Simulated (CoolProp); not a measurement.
Normal hydrogen along the isobar 7.62 MPa: fugacity coefficient from the reference equation and from simpler models built on Tc = 33.1 K, pc = 1.296 MPa, ω = -0.219; each cubic takes its own stable root.

Computed with CoolProp (reference Helmholtz-energy equation of state, Leachman 2009).

| T (K) | phase | reference |
|---|---|---|
| 29 | liquid | 0.1646 |
| 39.3 | supercritical | 0.3894 |
| 49.5 | supercritical | 0.6082 |
| 59.7 | supercritical | 0.7685 |
| 70 | supercritical | 0.8723 |
| 80.2 | supercritical | 0.9368 |
| 90.4 | supercritical | 0.9781 |
| 100.7 | supercritical | 1.005 |
| 110.9 | supercritical | 1.023 |

Task: How far does each simpler model (van der Waals, Redlich-Kwong, Peng-Robinson) lie from the reference over these 9 states: mean and median of the absolute difference, and the worst?

Result: 
- van der Waals: mean 6.8 %, median 0.8 %, worst +35.5 % at 29 K and 7.62 MPa
- Redlich-Kwong: mean 7.6 %, median 6.7 %, worst -16.0 % at 29 K and 7.62 MPa
- Peng-Robinson: mean 10.9 %, median 11.8 %, worst -13.1 % at 49.5 K and 7.62 MPa
